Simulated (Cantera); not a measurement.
A closed system holds: 1 mol Ta2O5, 0.51 mol C, 1.7 mol H2, 2.9 mol CO, equilibrated at 1348.15 K.

Method: chemical equilibrium by Gibbs-energy minimisation in Cantera with the NASA 1993 tables (ideal gas, pure condensed phases). Candidate condensed phases: C, C6H6, C7H8, C8H18, H2O, Ta, TaC, Ta2O5; 113 gas species. Rates play no part.

Problem. At 1.00 bar, list the 5 most abundant gas species with their mole fractions, and the condensed phases.

Solution. CO 0.629, H2 0.368, H2O 0.00135, CO2 0.00118, CH4 0.000789. Condensed: C(graphite) + Ta2O5(s).
